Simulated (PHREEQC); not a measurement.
0.26 g of hydrous ferric oxide (600 m²/g; 0.2 weak and 0.005 strong sites per Fe, Dzombak-Morel constants, diffuse double layer) in 1 kg of water with 0.05 mol/kgw of an inert sodium salt and 7.2e-05 mol/kgw BaCl2, at 25 °C; the pH is set by adding NaOH or the inert anion's acid. Oxygen is held at 0.21 atm. No CO2 enters from the air. No solid was allowed to form.

Model: ion-association model, wateq4f.dat, run in PHREEQC.

```json
[
 {"pH": "4", "Ba sorbed (%)": "0.0", "surface charge σ (C/m²)": "0.294", "surface potential ψ (mV)": "160"},
 {"pH": "4.5", "Ba sorbed (%)": "0.0", "surface charge σ (C/m²)": "(withheld)", "surface potential ψ (mV)": "149"},
 {"pH": "5", "Ba sorbed (%)": "0.0", "surface charge σ (C/m²)": "0.181", "surface potential ψ (mV)": "135"},
 {"pH": "5.5", "Ba sorbed (%)": "0.0", "surface charge σ (C/m²)": "0.130", "surface potential ψ (mV)": "118"},
 {"pH": "6", "Ba sorbed (%)": "0.1", "surface charge σ (C/m²)": "0.089", "surface potential ψ (mV)": "99"},
 {"pH": "6.5", "Ba sorbed (%)": "0.3", "surface charge σ (C/m²)": "0.058", "surface potential ψ (mV)": "78"},
 {"pH": "7", "Ba sorbed (%)": "1.7", "surface charge σ (C/m²)": "0.035", "surface potential ψ (mV)": "(withheld)"},
 {"pH": "7.5", "Ba sorbed (%)": "7.1", "surface charge σ (C/m²)": "(withheld)", "surface potential ψ (mV)": "(withheld)"},
 {"pH": "8", "Ba sorbed (%)": "15.4", "surface charge σ (C/m²)": "(withheld)", "surface potential ψ (mV)": "9"},
 {"pH": "8.5", "Ba sorbed (%)": "19.9", "surface charge σ (C/m²)": "-0.008", "surface potential ψ (mV)": "-15"},
 {"pH": "9", "Ba sorbed (%)": "24.6", "surface charge σ (C/m²)": "(withheld)", "surface potential ψ (mV)": "-40"},
 {"pH": "9.5", "Ba sorbed (%)": "(withheld)", "surface charge σ (C/m²)": "-0.040", "surface potential ψ (mV)": "-61"},
 {"pH": "10", "Ba sorbed (%)": "75.8", "surface charge σ (C/m²)": "-0.060", "surface potential ψ (mV)": "-80"}
]
```

Question: Complete the blanks.

Answer: 
- 4.5, surface charge σ (C/m²): 0.239
- 7, surface potential ψ (mV): 56
- 7.5, surface charge σ (C/m²): 0.018
- 7.5, surface potential ψ (mV): 33
- 8, surface charge σ (C/m²): 0.005
- 9, surface charge σ (C/m²): -0.022
- 9.5, Ba sorbed (%): 43.4

Species that the database lacks are ignored.
